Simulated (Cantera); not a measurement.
Feed: 1 mol CF4, 1.1 mol CH4, equilibrated at 950 °C and 1330 Pa.

Equilibrium computed with Cantera from the NASA thermochemical tables; the gas is ideal and each condensed phase is pure. Candidate condensed phases: C, C6H6, C7H8, C8H18; 95 gas species. Rates play no part.

Base state: HF 0.952, H2 0.0476 (mole fractions); condensed: C(graphite).

Q: What changes in the equilibrium state with this change: temperature from 950 °C to 1852 °C?

A: 
```csv
species,before,after
HF,0.952,0.949
H2,0.0476,0.0441
H,5.68e-7,0.00661
F,<1e-9,9.42e-5
C2H2 (acetylene),7.46e-9,7.39e-5
"C(graphite), mol",2.10,2.10
```

Q: What changes in the equilibrium state with this change: CF4 replaced by CH2F2?

A: 
| species | before | after |
|---|---|---|
| H2 | 0.0476 | 0.524 |
| HF | 0.952 | 0.476 |
| CH4 | 4.03e-7 | 4.87e-5 |
| C(graphite), mol | 2.10 | 2.10 |
